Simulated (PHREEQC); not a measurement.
Consider water at 25 °C with 0.049 mol/kgw NH4HF2, 0.0037 mol/kgw (NH4)2SiF6, 0.082 mol/kgw H3PO4 and 0.14 mol/kgw H2SO4. Closed to the air; pH follows from the charge balance.

All values are PHREEQC results (ion-association model, wateq4f.dat), not measurements.

No solid was allowed to form.

**Question.** Order these F species by the share of F that they hold, largest first: H2F2, F-, SiF6-2, HF2-, HF.

**Answer.** HF (58 %), H2F2 (22 %), SiF6-2 (18 %), F- (0.56 %), HF2- (0.32 %)

The pH is 0.98 and the ionic strength 0.213 mol/kgw. wateq4f.dat counts part of the HF as a dimer, H2F2, which phreeqc.dat doesn't know; its constant is uncertain. H3PO4, which wateq4f.dat lacks, is added to it with the constant of phreeqc.dat. SiF6-2 is the database's only silicon fluoride.
